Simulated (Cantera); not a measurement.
Feed: 1 mol C3H8, 0.019 mol NH3, 0.31 mol N2, equilibrated at 2475 °C and 75.0 Torr.

Equilibrium computed with Cantera from the NASA thermochemical tables; the gas is ideal and each condensed phase is pure. Candidate condensed phases: C, C6H6, C7H8, C8H18; 92 gas species. The numbers say what is thermodynamically allowed, not how fast it happens.

Base state: H2 0.716, H 0.182, N2 0.0526, HCN 0.0241, C2H2 (acetylene) 0.0200, HNC 0.00366, C2H 0.000587, CN 0.000486 (mole fractions); condensed: C(graphite).

Problem. What changes in the equilibrium state with this change: temperature from 2475 °C to 1727 °C?

Solution. 
```csv
species,before,after
H2,0.716,0.919
N2,0.0526,0.0713
H,0.182,0.00493
HCN,0.0241,0.00377
C2H2 (acetylene),0.0200,0.000706
C3,0.000164,<1e-9
C,3.69e-5,<1e-9
C2,1.59e-5,<1e-9
"C(graphite), mol",2.66,2.98
```

Problem. What changes in the equilibrium state with this change: pressure from 75.0 Torr to 2100 Torr?

Solution. 
```tsv
species	before	after
H2	0.716	0.850
N2	0.0526	0.0564
H	0.182	0.0374
C2H2 (acetylene)	0.0200	0.0238
HCN	0.0241	0.0272
C2H4	4.69e-7	1.85e-5
CH4	5.37e-6	0.000212
C	3.69e-5	1.32e-6
C3	0.000164	5.87e-6
C(graphite), mol	2.66	2.64
```
